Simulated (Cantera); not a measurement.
Input (Python, Cantera) and output of one run.

```python
import numpy as np
import cantera as ct

gas_names = """
    PbS SO2 S2
""".split()
cond_names = """
    PbO(rd) PbO(yw) PbO(L) S(cr1) S(cr2) S(L) Pb(cr) Pb(L)
""".split()


def load(file, names, dense=False):
    # The tables refer to 1 bar. Condensed volumes are neglected.
    table = {s.name: s for s in ct.Species.list_from_file(file)}
    out = []
    for n in names:
        d = dict(table[n].input_data)
        d["thermo"] = dict(d["thermo"], **{"reference-pressure": 1e5})
        if dense:
            d["equation-of-state"] = {"model": "constant-volume", "density": "1e6 g/cm^3"}
        out.append(ct.Species.from_dict(d))
    return out


species = {s.name: s for s in load("nasa_gas.yaml", gas_names) + load("nasa_condensed.yaml", cond_names)}
# Each term lists the table entries of one substance; the one whose range holds T is used.
reactions = {
    '4 PbS(g) + 2 SO2(g) = 3 S2(g) + 4 PbO':
        [(-4, ['PbS']), (-2, ['SO2']), (3, ['S2']), (4, ['PbO(rd)', 'PbO(yw)', 'PbO(L)'])],
    'S + Pb = PbS(g)':
        [(-1, ['S(cr1)', 'S(cr2)', 'S(L)']), (-1, ['Pb(cr)', 'Pb(L)']), (1, ['PbS'])],
}


def pick(names, T):
    return next(species[n] for n in names if species[n].thermo.min_temp <= T <= species[n].thermo.max_temp)


results = []
for label, terms in reactions.items():
    print(label)
    print("     T/K   dH/kJ  dS/(J/K)   dG/kJ   log10 K")
    for T in [300, 425, 500, 575, 650, 725, 800, 875, 950, 1025]:
        used = [(nu, pick(names, T)) for nu, names in terms]
        dH = sum(nu * s.thermo.h(T) for nu, s in used) / 1e6
        dS = sum(nu * s.thermo.s(T) for nu, s in used) / 1e3
        dG = dH - T * dS / 1e3
        logK = -dG * 1e6 / (ct.gas_constant * T * np.log(10))
        results.append((label, T, dH, dS, dG, logK, [s.name for _, s in used]))
        print(f"{T:8g} {dH:8.1f} {dS:8.1f} {dG:8.1f} {logK:8.2f}")
```

It prints:

```
4 PbS(g) + 2 SO2(g) = 3 S2(g) + 4 PbO
     T/K   dH/kJ  dS/(J/K)   dG/kJ   log10 K
     300   -425.9   -551.5   -260.4    45.34
     425   -417.3   -527.9   -193.0    23.72
     500   -411.6   -515.3   -153.9    16.08
     575   -405.5   -504.0   -115.7    10.51
     650   -399.3   -493.9    -78.3     6.29
     725   -392.9   -484.7    -41.6     2.99
     800   -386.3   -475.9     -5.6     0.36
     875   -380.5   -469.0     29.9    -1.78
     950   -374.5   -462.4     64.8    -3.56
    1025   -368.2   -456.1     99.2    -5.06
S + Pb = PbS(g)
     T/K   dH/kJ  dS/(J/K)   dG/kJ   log10 K
     300    131.8    154.5     85.4   -14.88
     425    127.3    142.6     66.7    -8.20
     500    124.9    137.3     56.2    -5.87
     575    122.5    132.9     46.1    -4.19
     650    115.6    121.4     36.7    -2.95
     725    113.8    118.8     27.7    -1.99
     800    112.0    116.5     18.8    -1.23
     875    110.2    114.2     10.2    -0.61
     950    108.2    112.1      1.7    -0.09
    1025    106.3    110.2     -6.6     0.34
```

Cantera with NASA thermochemical tables; ideal gases at 1 bar, condensed phases pure. Condensed species are held in their standard states even where they would react or evaporate.
